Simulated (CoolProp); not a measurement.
A Linde-Hampson liquefier for normal hydrogen: isothermal reversible compression at 300 K from 1 atm to 25 MPa, throttling to 1 atm, return gas leaving the recuperator 5 K below the feed. Each further row changes one setting.

Model: reference Helmholtz-energy equation of state, Leachman 2009, in CoolProp.

| case | compression work (kJ/kg of gas) |
|---|---|
| as stated | 7000 |
| high pressure 50 MPa | 8050 |
| warm-end temperature 330 K | 7690 |
| warm-end gap 10 K | 7000 |
